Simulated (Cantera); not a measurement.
What does this Cantera script print?

```python
import numpy as np
import cantera as ct

gas_names = """
    B BH BH2 BH3 BO BO2 B2 B2O B2O2 B2O3 B3O3H3 H HBO HBO2 HO2 H2 H2O H2O2 H3B3O6 O OH O2 O3
""".split()
cond_names = """
    B(b) B(L) B2O3(L) B3O3H3(cr) H2O(s) H2O(L)
""".split()


def load(file, names, dense=False):
    # The tables refer to 1 bar. Condensed volumes are neglected.
    table = {s.name: s for s in ct.Species.list_from_file(file)}
    out = []
    for n in names:
        d = dict(table[n].input_data)
        d["thermo"] = dict(d["thermo"], **{"reference-pressure": 1e5})
        if dense:
            d["equation-of-state"] = {"model": "constant-volume", "density": "1e6 g/cm^3"}
        out.append(ct.Species.from_dict(d))
    return out


gas = ct.Solution(thermo="ideal-gas", species=load("nasa_gas.yaml", gas_names))
cond = {s.name: ct.Solution(thermo="fixed-stoichiometry", species=[s], name=s.name)
        for s in load("nasa_condensed.yaml", cond_names, dense=True)}
atoms = {
    'B2O3': {'B': 2, 'O': 3},
    'O2': {'O': 2},
    'H2': {'H': 2},
}
top_T = {}  # K; cautious upper limits of use, not melting points


def equilibrate(T, P, feed):
    n = {}
    for name, mol in feed.items():
        for a, k in atoms[name].items():
            n[a] = n.get(a, 0.0) + k * mol
    gas.TPX = T, P, n
    mass = sum(n.values()) * gas.mean_molecular_weight
    gas.equilibrate("TP")
    valid = [c for c in cond.values() if c.min_temp <= T <= top_T.get(c.name, c.max_temp)]
    mix = ct.Mixture([(gas, mass / gas.mean_molecular_weight)] + [(c, 0.0) for c in valid])
    mix.T, mix.P = T, P
    mix.equilibrate("TP", solver="vcs", rtol=1e-11, max_steps=5000)
    return mix


results = []
T = 1773  # K
P = 6700  # Pa
for m in [9.2, 26, 42, 59, 75, 92, 110, 130, 140]:
    feed = {'B2O3': 1, 'O2': 7.9, 'H2': m}  # mol
    mix = equilibrate(T, P, feed)
    results.append((T, P, feed, dict(zip(mix.species_names, mix.species_moles))))

top = {s: max(r[3][s] / sum(r[3][g] for g in gas_names) for r in results) for s in gas_names}
cols = sorted((s for s in top if top[s] > 0.0001), key=lambda s: -top[s])[:5]
seen = [c for c in cond_names if any(r[3].get(c, 0) > 1e-12 for r in results)]
print("log10 of partial pressures in bar; condensed amounts in mol")
print(f"{'n(H2)':>10s}" + "".join(f"{s[:9]:>10s}" for s in cols + seen))
for T, P, feed, n in results:
    ng = sum(n[g] for g in gas_names)
    print(f"{feed['H2']:10.4g}" + "".join(f"{np.log10(max(n[s] / ng * P / 1e5, 1e-99)):10.3f}" for s in cols)
          + "".join(f"{n.get(c, 0):10.4g}" for c in seen))
```

Output:

```
log10 of partial pressures in bar; condensed amounts in mol
     n(H2)        H2       H2O        O2      HBO2        OH
       9.2    -4.876    -1.390    -1.788    -2.020    -3.706
        26    -1.597    -1.435    -8.434    -2.313    -5.390
        42    -1.390    -1.637    -9.253    -2.516    -5.695
        59    -1.317    -1.781    -9.687    -2.662    -5.876
        75    -1.283    -1.884    -9.960    -2.766    -5.996
        92    -1.261    -1.971   -10.179    -2.855    -6.094
       110    -1.246    -2.048   -10.363    -2.933    -6.179
       130    -1.234    -2.120   -10.530    -3.006    -6.256
       140    -1.230    -2.152   -10.603    -3.038    -6.290
```

Equilibrium computed with Cantera from the NASA thermochemical tables; the gas is ideal and each condensed phase is pure.
